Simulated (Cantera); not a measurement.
Cantera with NASA thermochemical tables; ideal gases at 1 bar, condensed phases pure. Values are per mole of reaction as written; species without (g) are pure solids or liquids, kept so even where they would boil at 1 bar.

Question: Between 300 and 1750 K, where is each reaction favourable under standard conditions?
- 3 NO2(g) + 10 Cr = 2 Cr2O3 + 3 Cr2N

Answer: 
- 3 NO2(g) + 10 Cr = 2 Cr2O3 + 3 Cr2N: ΔG° is -2569 kJ at 300 K and -1799 kJ at 1750 K; it stays negative (K > 1). ΔH° is -2697 kJ and ΔS° -513 J/K at 1750 K.
